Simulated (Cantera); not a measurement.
A closed system holds: 1 mol Cu₂O, 3.2 mol CH₄, 1.2 mol N₂, at 750 Torr.

Cantera equilibrium calculation (NASA polynomials, part measured and part estimated; ideal gas, pure solids and liquids). Candidate condensed phases: C, C₆H₆, C₇H₈, C₈H₁₈, Cu, CuO, Cu(OH)₂, Cu₂O, H₂O; 139 gas species. Kinetics and transport are ignored.

At 850 °C, list the 5 most abundant gas species with their mole fractions, and the condensed phases.

H₂ 0.724, N₂ 0.143, CO 0.112, CH₄ 0.0154, H₂O 0.00535. Condensed: C(graphite) + Cu(s).
